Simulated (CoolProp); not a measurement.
Vapour-liquid equilibrium of n-hexane (1) + hexamethyldisiloxane (MM) (2) at 0.00235 MPa; x and y are mole fractions of (1).

Model: multi-fluid Helmholtz-energy mixture model, Thol 2019 and Thol 2016; pair parameters Bell 2016, in CoolProp.

```tsv
x	bubble temperature, mixture model (°C)	bubble temperature, Raoult's law (°C)	y, mixture model	y, Raoult's law
0.05	6.9	6.6	0.164	0.181
0.2	1.6	0.4	0.487	0.526
0.35	-2.7	-4.2	0.683	0.714
0.5	-6.5	-7.9	0.814	0.828
0.65	-9.9	-11.0	0.903	0.902
0.8	-13.0	-13.5	0.960	0.953
0.95	-15.6	-15.7	0.993	0.990
```

The largest gap from Raoult's law is +1.5 K in bubble temperature, at x = 0.35. No azeotrope shows between x = 0.05 and 0.95.

The pair parameters rest on a limited set of measurements; away from them the model extrapolates.
